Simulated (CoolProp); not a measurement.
c-C4F8 (RC318) at 293.15 K and 0.218 MPa is compressed adiabatically to 1.49 MPa with isentropic efficiency 0.85. Each further row changes one setting.

Values from CoolProp's reference Helmholtz-energy equation of state, Platzer 1990. This equation is an older, rougher fit; its heat capacities, sound speeds and derivatives of the liquid may be far off and weren't checked against measurements.

```csv
case,work (kJ/kg),final phase,final density (kg/m³)
as stated,23.1,"two-phase, vapour fraction 0.772",186
efficiency 1,19.6,"two-phase, vapour fraction 0.721",197
efficiency 0.65,30.2,"two-phase, vapour fraction 0.876",167
```
